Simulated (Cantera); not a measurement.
A Cantera script and its output.

```python
import numpy as np
import cantera as ct

gas = ct.Solution("gri30.yaml")
gas.TPX = 1173, 150000, {'CO': 1, 'H2': 0.89, 'O2': 1.24, 'N2': 4.68}
reactor = ct.IdealGasConstPressureReactor(gas, energy="on", clone=False)
net = ct.ReactorNet([reactor])
net.rtol, net.atol = 1e-08, 1e-16
show = ['CO', 'H2', 'O2', 'O', 'OH']
times = np.geomspace(9e-06, 0.1, 13)

steps = ct.SolutionArray(gas, extra=["t"])
rows = []
print(f"{'t/s':>10s}{'T/K':>9s}{'P/Pa':>11s}" + "".join(f"{s:>11s}" for s in show))
for t in times:
    while net.time < t:
        t_next = net.step()
        steps.append(gas.state, t=t_next)
    rows.append([np.interp(t, steps.t, y) for y in (steps.T, steps.P, *steps(*show).X.T)])
    print(f"{t:10.3e}{rows[-1][0]:9.1f}{rows[-1][1]:11.4g}" + "".join(f"{x:11.3e}" for x in rows[-1][2:]))
rate = np.gradient(steps.T, steps.t)
print("integrator steps:", len(steps.t))
if steps.T.max() > steps.T[0] + 200:
    print(f"time of steepest temperature rise: {steps.t[rate.argmax()]:.4e} s")
gas.TPX = 1173, 150000, {'CO': 1, 'H2': 0.89, 'O2': 1.24, 'N2': 4.68}
gas.equilibrate("HP")
print(f"equilibrium (HP): T = {gas.T:.1f} K  " + "  ".join(f"{s} {gas[s].X[0]:.3e}" for s in show))
```

It prints:

```
       t/s      T/K       P/Pa         CO         H2         O2          O         OH
 9.000e-06   1173.0    1.5e+05  1.280e-01  1.140e-01  1.588e-01  2.912e-08  1.340e-08
 1.956e-05   1173.0    1.5e+05  1.280e-01  1.139e-01  1.588e-01  1.085e-06  5.081e-07
 4.251e-05   1249.9    1.5e+05  1.257e-01  8.877e-02  1.455e-01  3.201e-03  1.969e-03
 9.240e-05   2239.5    1.5e+05  5.185e-02  1.030e-02  6.260e-02  1.572e-02  1.799e-02
 2.008e-04   2515.9    1.5e+05  3.678e-02  6.024e-03  5.610e-02  7.488e-03  1.618e-02
 4.365e-04   2615.9    1.5e+05  2.900e-02  4.460e-03  5.262e-02  5.073e-03  1.448e-02
 9.487e-04   2622.8    1.5e+05  2.823e-02  4.328e-03  5.169e-02  4.826e-03  1.421e-02
 2.062e-03   2619.7    1.5e+05  2.815e-02  4.323e-03  5.050e-02  4.703e-03  1.401e-02
 4.481e-03   2615.2    1.5e+05  2.804e-02  4.316e-03  4.880e-02  4.528e-03  1.372e-02
 9.740e-03   2611.6    1.5e+05  2.796e-02  4.311e-03  4.743e-02  4.389e-03  1.349e-02
 2.117e-02   2610.7    1.5e+05  2.794e-02  4.310e-03  4.708e-02  4.354e-03  1.343e-02
 4.601e-02   2610.6    1.5e+05  2.793e-02  4.310e-03  4.707e-02  4.353e-03  1.343e-02
 1.000e-01   2610.6    1.5e+05  2.793e-02  4.310e-03  4.707e-02  4.353e-03  1.343e-02
integrator steps: 1292
time of steepest temperature rise: 4.6692e-05 s
equilibrium (HP): T = 2610.6 K  CO 2.793e-02  H2 4.310e-03  O2 4.707e-02  O 4.353e-03  OH 1.343e-02
```

Model: GRI-Mech 3.0 (53 species, 325 reactions), integrated in Cantera.
